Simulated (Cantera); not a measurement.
What does this Cantera script print?

```python
import numpy as np
import cantera as ct

gas = ct.Solution("gri30.yaml")
gas.TPX = 1100, 100000, {'N2O': 1, 'O2': 1.4}
reactor = ct.IdealGasConstPressureReactor(gas, energy="off", clone=False)
net = ct.ReactorNet([reactor])
net.rtol, net.atol = 1e-08, 1e-18
show = ['N2O', 'O2', 'NO2', 'O', 'NO', 'N2']
times = np.geomspace(2e-05, 20, 12)

steps = ct.SolutionArray(gas, extra=["t"])
rows = []
print(f"{'t/s':>10s}{'T/K':>9s}{'P/Pa':>11s}" + "".join(f"{s:>11s}" for s in show))
for t in times:
    while net.time < t:
        t_next = net.step()
        steps.append(gas.state, t=t_next)
    rows.append([np.interp(t, steps.t, y) for y in (steps.T, steps.P, *steps(*show).X.T)])
    print(f"{t:10.3e}{rows[-1][0]:9.1f}{rows[-1][1]:11.4g}" + "".join(f"{x:11.3e}" for x in rows[-1][2:]))
rate = np.gradient(steps.T, steps.t)
print("integrator steps:", len(steps.t))
if steps.T.max() > steps.T[0] + 200:
    print(f"time of steepest temperature rise: {steps.t[rate.argmax()]:.4e} s")
gas.TPX = 1100, 100000, {'N2O': 1, 'O2': 1.4}
gas.equilibrate("TP")
print(f"equilibrium (TP): T = {gas.T:.1f} K  " + "  ".join(f"{s} {gas[s].X[0]:.3e}" for s in show))
```

It prints:

```
       t/s      T/K       P/Pa        N2O         O2        NO2          O         NO         N2
 2.000e-05   1100.0      1e+05  4.167e-01  5.833e-01  1.150e-14  1.941e-07  1.498e-08  4.062e-07
 7.022e-05   1100.0      1e+05  4.167e-01  5.833e-01  5.480e-13  3.017e-07  1.044e-07  1.780e-06
 2.466e-04   1100.0      1e+05  4.167e-01  5.833e-01  1.100e-11  3.119e-07  4.686e-07  6.947e-06
 8.658e-04   1100.0      1e+05  4.166e-01  5.833e-01  1.537e-10  3.119e-07  1.752e-06  2.512e-05
 3.040e-03   1100.0      1e+05  4.166e-01  5.833e-01  1.935e-09  3.119e-07  6.256e-06  8.893e-05
 1.067e-02   1100.0      1e+05  4.163e-01  5.834e-01  2.327e-08  3.118e-07  2.205e-05  3.128e-04
 3.748e-02   1100.0      1e+05  4.153e-01  5.835e-01  2.521e-07  3.115e-07  7.721e-05  1.097e-03
 1.316e-01   1100.0      1e+05  4.119e-01  5.840e-01  2.105e-06  3.102e-07  2.681e-04  3.832e-03
 4.620e-01   1100.0      1e+05  4.002e-01  5.857e-01  1.093e-05  3.047e-07  9.144e-04  1.318e-02
 1.622e+00   1100.0      1e+05  3.628e-01  5.911e-01  3.948e-05  2.866e-07  2.940e-03  4.310e-02
 5.696e+00   1100.0      1e+05  2.649e-01  6.055e-01  1.098e-04  2.346e-07  7.890e-03  1.216e-01
 2.000e+01   1100.0      1e+05  1.094e-01  6.291e-01  2.033e-04  1.281e-07  1.415e-02  2.472e-01
integrator steps: 682
equilibrium (TP): T = 1100.0 K  N2O 4.963e-09  O2 6.551e-01  NO2 5.025e-06  O 2.033e-09  NO 9.987e-05  N2 3.448e-01
```

Computed with Cantera and GRI-Mech 3.0 (53 species, 325 reactions). GRI-Mech 3.0 was tuned for natural gas; its chemistry of N2O as a main component is partial and can be far from experiment. The mechanism lacks the step 2 NO + O2 → 2 NO2, which can matter for NO2 below about 1400 K. The temperature is held fixed by assumption; the heat of reaction is taken as removed at once.
